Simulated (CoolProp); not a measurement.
The fluid at 298.15 K and 0.763 MPa flows at 1.3 m/s in a round tube of 4.6 mm bore and 1.5 µm roughness, fully developed (64/Re and Nu = 3.66 if laminar; Colebrook and Gnielinski if turbulent). The same conditions are run with several fluids, on thermodynamics alone (safety and materials aside).

Values from CoolProp's reference Helmholtz-energy equation of state of each fluid (o-xylene: Zhou 2012; methanol: de Reuck 1993; n-heptane: Span 2003; p-xylene: Zhou 2012; n-pentane: Thol 2019).

| fluid | Reynolds number | Darcy friction factor | pressure drop (Pa/m) | heat-transfer coefficient (W/(m² K)) | mass flow (kg/h) |
|---|---|---|---|---|---|
| o-xylene | (withheld) | 0.0346 | 5570 | 1810 | 68.2 |
| methanol | 8620 | 0.0326 | 4710 | (withheld) | 61.2 |
| n-heptane | 10400 | 0.0311 | 3890 | 2200 | 52.9 |
| p-xylene | (withheld) | (withheld) | 5170 | 1970 | 66.7 |
| n-pentane | 20500 | (withheld) | 3020 | (withheld) | 48.4 |

Question: Fill in the missing entries.

Answer: 
- o-xylene, Reynolds number: 6890
- methanol, heat-transfer coefficient (W/(m² K)): 2990
- p-xylene, Reynolds number: 8410
- p-xylene, Darcy friction factor: 0.0328
- n-pentane, Darcy friction factor: 0.0264
- n-pentane, heat-transfer coefficient (W/(m² K)): 2900

Transport values come from each fluid's own correlations; those of n-pentane are estimates that may be off by 10 % or more.
